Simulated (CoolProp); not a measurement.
Chlorine at several states: density (kg/m³) from the reference equation and from simpler models built on Tc = 143.7 °C, pc = 7.642 MPa, ω = 0.070; each cubic takes its own stable root.

Model: reference Helmholtz-energy equation of state, Thol 2021, in CoolProp.

```json
[
 {"T (°C)": "16.65", "p (MPa)": "3.6", "phase": "liquid", "reference": "1426"},
 {"T (°C)": "129.65", "p (MPa)": "1.02", "phase": "gas", "reference": "22.71"},
 {"T (°C)": "139.45", "p (MPa)": "0.616", "phase": "gas", "reference": "13.09"},
 {"T (°C)": "140.55", "p (MPa)": "0.019", "phase": "gas", "reference": "0.3920"},
 {"T (°C)": "33.35", "p (MPa)": "4.3", "phase": "liquid", "reference": "1377"}
]
```

How far does each simpler model (van der Waals, Redlich-Kwong, Soave-Redlich-Kwong, Peng-Robinson) lie from the reference over these 5 states: mean and median of the absolute difference, and the worst?


- van der Waals: mean 14.7 %, median 0.4 %, worst -36.4 % at 16.65 °C and 3.6 MPa
- Redlich-Kwong: mean 3.4 %, median 0.3 %, worst -8.5 % at 33.35 °C and 4.3 MPa
- Soave-Redlich-Kwong: mean 3.3 %, median 0.3 %, worst -8.1 % at 33.35 °C and 4.3 MPa
- Peng-Robinson: mean 1.9 %, median 0.9 %, worst +4.3 % at 16.65 °C and 3.6 MPa
